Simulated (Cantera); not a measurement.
An adiabatic, constant-volume homogeneous reactor starts with H2 : O2 : N2 : NO = 1 : 0.227 : 1.52 : 0.0039 (molar parts), at 1725 K and 10.0 bar.

Cantera simulation using GRI-Mech 3.0 (53 species, 325 reactions); the numbers are that mechanism's predictions, not measurements. The hydrogen kinetics of GRI-Mech 3.0 are dated; newer H2 mechanisms differ, most at raised pressure.

One state of this run: T (K) = 2981; P (bar) = 16.0; x H2 = 0.207; x O2 = 7.79e-5; x NO = 0.000784; x N2O = 1.54e-7; x H = 0.0170; x H2O = 0.174. x: mole fraction; the columns are a selection and need not sum to one.

Question: Which value of t (s) does it belong to?
A) 3.76e-5
B) 9.00e-6
C) 1.84e-5
D) 0.0234

Answer: D, 0.0234
